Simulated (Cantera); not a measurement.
A freely propagating, adiabatic, planar premixed flame of CH4 : H2 : O2 : N2 = 1 : 0.05 : 2.05 : 7.69 (molar parts), unburnt at 425 K and 1.00 bar; mixture-averaged transport, grid criteria slope 0.08 and curve 0.16, no radiation.

Computed with Cantera and GRI-Mech 3.0 (53 species, 325 reactions). Burning velocities carry a grid error of a few per cent, more on coarse grids.

### Question
What does this change do: inlet temperature 425 to 600 K?

### Answer
| quantity | before | after |
|---|---|---|
| laminar burning velocity | 70.7 cm/s | 135 cm/s |
| thermal thickness | 0.382 mm | 0.325 mm |
| peak x(HO2) | 0.000170 | 0.000192 |
| peak x(HCO) | 5.29e-5 | 7.30e-5 |
| peak x(HCN) | 3.25e-6 | 4.12e-6 |

### Question
What does this change do: inlet temperature 425 to 375 K?

### Answer
| quantity | before | after |
|---|---|---|
| laminar burning velocity | 70.7 cm/s | 57.0 cm/s |
| thermal thickness | 0.382 mm | 0.402 mm |
| peak x(HO2) | 0.000170 | 0.000164 |
| peak x(HCO) | 5.29e-5 | 4.79e-5 |
| peak x(HCN) | 3.25e-6 | 3.04e-6 |

### Question
What does this change do: 0.52 parts CO2 added?

### Answer
| quantity | before | after |
|---|---|---|
| laminar burning velocity | 70.7 cm/s | 51.3 cm/s |
| thermal thickness | 0.382 mm | 0.473 mm |
| peak x(HO2) | 0.000170 | 0.000146 |
| peak x(HCO) | 5.29e-5 | 3.51e-5 |
| peak x(HCN) | 3.25e-6 | 2.13e-6 |
